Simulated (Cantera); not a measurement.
## Equilibrium for chlorosilane synthesis and conversion: Si + HCl + H₂

Feed: 1 mol Si, 5.4 mol HCl, 5.9 mol H₂, at 1.30 bar.

Equilibrium computed with Cantera from the NASA thermochemical tables; the gas is ideal and each condensed phase is pure. Candidate condensed phases: Si; 19 gas species. The tables' values for SiCl₃ are old estimates; treat these amounts as uncertain. Rates play no part.

```json
[
 {"T (K)": "600", "x H₂": "0.767", "x HCl": "0.136", "x SiCl₄": "0.0971", "x SiCl₂": "<1e-12", "x SiCl₃": "4.79e-11", "x SiHCl₃": "1.51e-5", "x SiH₂Cl₂": "1.17e-10", "x H": "<1e-12"},
 {"T (K)": "700", "x H₂": "0.767", "x HCl": "0.136", "x SiCl₄": "0.0970", "x SiCl₂": "<1e-12", "x SiCl₃": "7.71e-9", "x SiHCl₃": "0.000112", "x SiH₂Cl₂": "8.47e-9", "x H": "<1e-12"},
 {"T (K)": "800", "x H₂": "0.766", "x HCl": "0.136", "x SiCl₄": "0.0966", "x SiCl₂": "1.33e-10", "x SiCl₃": "3.40e-7", "x SiHCl₃": "0.000491", "x SiH₂Cl₂": "2.01e-7", "x H": "2.22e-12"},
 {"T (K)": "900", "x H₂": "0.765", "x HCl": "0.137", "x SiCl₄": "0.0956", "x SiCl₂": "1.98e-8", "x SiCl₃": "6.30e-6", "x SiHCl₃": "0.00151", "x SiH₂Cl₂": "2.27e-6", "x H": "8.97e-11"},
 {"T (K)": "1000", "x H₂": "0.763", "x HCl": "0.140", "x SiCl₄": "0.0934", "x SiCl₂": "1.02e-6", "x SiCl₃": "6.28e-5", "x SiHCl₃": "0.00360", "x SiH₂Cl₂": "1.50e-5", "x H": "1.74e-9"},
 {"T (K)": "1100", "x H₂": "0.759", "x HCl": "0.143", "x SiCl₄": "0.0896", "x SiCl₂": "2.41e-5", "x SiCl₃": "0.000393", "x SiHCl₃": "0.00700", "x SiH₂Cl₂": "6.55e-5", "x H": "1.98e-8"},
 {"T (K)": "1200", "x H₂": "0.753", "x HCl": "0.150", "x SiCl₄": "0.0834", "x SiCl₂": "0.000303", "x SiCl₃": "0.00170", "x SiHCl₃": "0.0114", "x SiH₂Cl₂": "0.000204", "x H": "1.50e-7"},
 {"T (K)": "1300", "x H₂": "0.742", "x HCl": "0.161", "x SiCl₄": "0.0733", "x SiCl₂": "0.00221", "x SiCl₃": "0.00522", "x SiHCl₃": "0.0154", "x SiH₂Cl₂": "0.000455", "x H": "8.36e-7"},
 {"T (K)": "1400", "x H₂": "0.723", "x HCl": "0.182", "x SiCl₄": "0.0580", "x SiCl₂": "0.00932", "x SiCl₃": "0.0113", "x SiHCl₃": "0.0163", "x SiH₂Cl₂": "0.000693", "x H": "3.63e-6"},
 {"T (K)": "1500", "x H₂": "0.695", "x HCl": "0.211", "x SiCl₄": "0.0390", "x SiCl₂": "0.0238", "x SiCl₃": "0.0171", "x SiHCl₃": "0.0133", "x SiH₂Cl₂": "0.000722", "x H": "1.29e-5"},
 {"T (K)": "1600", "x H₂": "0.666", "x HCl": "0.242", "x SiCl₄": "0.0218", "x SiCl₂": "0.0418", "x SiCl₃": "0.0192", "x SiHCl₃": "0.00869", "x SiH₂Cl₂": "0.000578", "x H": "3.89e-5"},
 {"T (K)": "1700", "x H₂": "0.644", "x HCl": "0.265", "x SiCl₄": "0.0104", "x SiCl₂": "0.0575", "x SiCl₃": "0.0174", "x SiHCl₃": "0.00489", "x SiH₂Cl₂": "0.000401", "x H": "0.000104"}
]
```
x: gas mole fraction; nothing condenses.

From 600 K to 1700 K nothing is condensed. The main Si-bearing gas is SiCl₄ at 600 K and SiCl₂ at 1700 K.
